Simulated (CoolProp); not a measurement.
A Linde-Hampson liquefier for carbon monoxide: isothermal reversible compression at 300 K from 1 atm to 30 MPa, throttling to 1 atm, return gas leaving the recuperator 2 K below the feed. Each further row changes one setting.

The numbers come from the reference Helmholtz-energy equation of state, Lemmon 2006 in CoolProp. It is a short technical equation, of lower accuracy than the large ones.

```json
[
 {"case": "as stated", "liquid yield per pass": "0.097", "compression work (kJ/kg of gas)": "509"},
 {"case": "high pressure 60 MPa", "liquid yield per pass": "0.089", "compression work (kJ/kg of gas)": "588"},
 {"case": "warm-end temperature 330 K", "liquid yield per pass": "0.071", "compression work (kJ/kg of gas)": "564"},
 {"case": "warm-end gap 7 K", "liquid yield per pass": "0.086", "compression work (kJ/kg of gas)": "509"}
]
```
